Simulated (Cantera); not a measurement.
**NO annealing gas**

An isothermal, constant-pressure homogeneous reactor starts with NO : N₂ = 1 : 0.59 (molar parts), at 1623 K and 0.220 bar.

Cantera simulation using GRI-Mech 3.0 (53 species, 325 reactions); the numbers are that mechanism's predictions, not measurements.

```csv
t (s),x NO,x N₂O,x N₂,x O,x NO₂
2.00e-5,0.629,6.93e-8,0.371,6.58e-8,3.54e-9
7.96e-5,0.629,2.76e-7,0.371,2.26e-7,5.06e-8
0.000317,0.629,1.09e-6,0.371,5.40e-7,5.62e-7
0.00126,0.629,4.31e-6,0.371,7.22e-7,3.70e-6
0.00502,0.629,1.64e-5,0.371,9.83e-7,1.70e-5
0.0200,0.629,5.48e-5,0.371,1.87e-6,6.77e-5
0.0796,0.628,0.000121,0.371,3.09e-6,0.000146
0.317,0.627,0.000140,0.372,3.48e-6,0.000168
1.26,0.620,0.000136,0.375,4.23e-6,0.000211
5.02,0.595,0.000124,0.388,6.27e-6,0.000320
20.0,0.511,8.99e-5,0.430,1.05e-5,0.000482
```
x: mole fraction; the columns are a selection and need not sum to one.

Equilibrium at this temperature and pressure: NO 0.00244, N₂O 6.33e-8, N₂ 0.684, O 2.28e-5, NO₂ 5.28e-6 (gas phase only).
